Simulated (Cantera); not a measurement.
A Cantera script and what it prints.

```python
import numpy as np
import cantera as ct

gas_names = """
    CL CLO CL2 H HCL HOCL HO2 H2 H2O H2O2 O OH O2 O3 Si SiCL SiCL2 SiCL3 SiCL4 SiH SiHCL3 SiH2 SiH2CL2
    SiH3 SiH3CL SiH4 SiO SiO2 Si2 Si3
""".split()
cond_names = """
    H2O(s) H2O(L) Si(cr) Si(L) SiO2(Lqz) SiO2(hqz) SiO2(L)
""".split()


# ... load() reads the species with a 1 bar reference pressure and builds the phases ...
atoms = {
    'SiH2Cl2': {'Si': 1, 'H': 2, 'CL': 2},
    'O2': {'O': 2},
    'H2': {'H': 2},
}
top_T = {}  # K; cautious upper limits of use, not melting points


# ... equilibrate(T, P, feed) seeds the gas with the atoms and calls Mixture.equilibrate('TP', solver="vcs", rtol=1e-11, max_steps=5000) ...
results = []
feed = {'SiH2Cl2': 1, 'O2': 17, 'H2': 33}  # mol
P = 13332.2  # Pa
for T in [1425, 1475, 1525, 1575, 1625, 1675, 1725, 1775, 1825, 1875, 1925]:
    mix = equilibrate(T, P, feed)
    results.append((T, P, feed, dict(zip(mix.species_names, mix.species_moles))))

top = {s: max(r[3][s] / sum(r[3][g] for g in gas_names) for r in results) for s in gas_names}
cols = sorted((s for s in top if top[s] > 1e-06), key=lambda s: -top[s])[:9]
seen = [c for c in cond_names if any(r[3].get(c, 0) > 1e-12 for r in results)]
print("log10 of partial pressures in bar; condensed amounts in mol")
print(f"{'T/K':>10s}" + "".join(f"{s[:9]:>10s}" for s in cols + seen))
for T, P, feed, n in results:
    ng = sum(n[g] for g in gas_names)
    print(f"{T:10.4g}" + "".join(f"{np.log10(max(n[s] / ng * P / 1e5, 1e-99)):10.3f}" for s in cols)
          + "".join(f"{n.get(c, 0):10.4g}" for c in seen))
```

Output:

```
log10 of partial pressures in bar; condensed amounts in mol
       T/K       H2O       HCL        H2        OH        CL         H        O2         O       SiO SiO2(hqz)   SiO2(L)
      1425    -0.914    -2.118    -2.419    -6.531    -6.162    -6.376    -9.353   -10.534   -11.264         1         0
      1475    -0.914    -2.118    -2.419    -6.173    -5.887    -6.097    -8.731    -9.908   -10.591         1         0
      1525    -0.914    -2.118    -2.419    -5.839    -5.631    -5.836    -8.151    -9.322    -9.962         1         0
      1575    -0.914    -2.118    -2.419    -5.526    -5.390    -5.591    -7.606    -8.774    -9.375         1         0
      1625    -0.914    -2.119    -2.419    -5.232    -5.164    -5.361    -7.096    -8.259    -8.825         1         0
      1675    -0.914    -2.119    -2.418    -4.956    -4.952    -5.144    -6.615    -7.774    -8.309         1         0
      1725    -0.914    -2.119    -2.418    -4.695    -4.753    -4.940    -6.164    -7.318    -7.827         0         1
      1775    -0.914    -2.120    -2.416    -4.450    -4.565    -4.747    -5.738    -6.888    -7.376         0         1
      1825    -0.914    -2.121    -2.414    -4.219    -4.387    -4.563    -5.339    -6.483    -6.950         0         1
      1875    -0.915    -2.122    -2.410    -4.001    -4.221    -4.389    -4.964    -6.101    -6.546         0    0.9999
      1925    -0.915    -2.124    -2.404    -3.796    -4.065    -4.221    -4.614    -5.741    -6.161         0    0.9998
```

Equilibrium computed with Cantera from the NASA thermochemical tables; the gas is ideal and each condensed phase is pure. The tables hold silica as quartz up to 1696 K and as liquid above; real silica turns to tridymite and cristobalite and melts near 1996 K. Gases not in the tables: Si(OH)4.
